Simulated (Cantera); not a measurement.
What does this Cantera script print?

```python
import numpy as np
import cantera as ct

gas_names = """
    F FO FO2 F2 F2O H HF HOF HO2 H2 H2F2 H2O H2O2 H3F3 H4F4 H5F5 H6F6 H7F7 Mg MgF MgF2 MgH MgO MgOH
    MgO2H2 Mg2 Mg2F4 O OH O2 O3
""".split()
cond_names = """
    H2O(s) H2O(L) Mg(cr) Mg(L) MgF2(s) MgF2(L) MgO(s) MgO(L) MgO2H2(s)
""".split()


# ... load() reads the species with a 1 bar reference pressure and builds the phases ...
atoms = {
    'MgO': {'Mg': 1, 'O': 1},
    'F2': {'F': 2},
    'H2': {'H': 2},
}
top_T = {}  # K; cautious upper limits of use, not melting points


# ... equilibrate(T, P, feed) seeds the gas with the atoms and calls Mixture.equilibrate('TP', solver="vcs", rtol=1e-11, max_steps=5000) ...
results = []
feed = {'MgO': 1, 'F2': 0.66, 'H2': 0.59}  # mol
T = 1175  # K
P = 10000  # Pa
mix = equilibrate(T, P, feed)
results.append((T, P, feed, dict(zip(mix.species_names, mix.species_moles))))
x = sorted(zip(gas.X, gas.species_names), reverse=True)
print(f"T = {T:g} K  P = {P:g} Pa  gas = {mix.phase_moles(0):.4g} mol")
print("   x: " + "  ".join(f"{s} {v:.3e}" for v, s in x if v > 1e-06))
print("   condensed (mol): " + ("  ".join(f"{mix.phase(i).name} {mix.phase_moles(i):.4g}"
      for i in range(1, mix.n_phases) if mix.phase_moles(i) > 1e-12) or "none"))
```

Output:

```
T = 1175 K  P = 10000 Pa  gas = 0.6494 mol
   x: H2O 8.710e-01  HF 7.510e-02  O2 5.390e-02  OH 7.903e-06
   condensed (mol): MgF2(s) 0.6356  MgO(s) 0.3644
```

Method: chemical equilibrium by Gibbs-energy minimisation in Cantera with the NASA 1993 tables (ideal gas, pure condensed phases). Mutual solubility and eutectic melting of coexisting phases are not modelled.
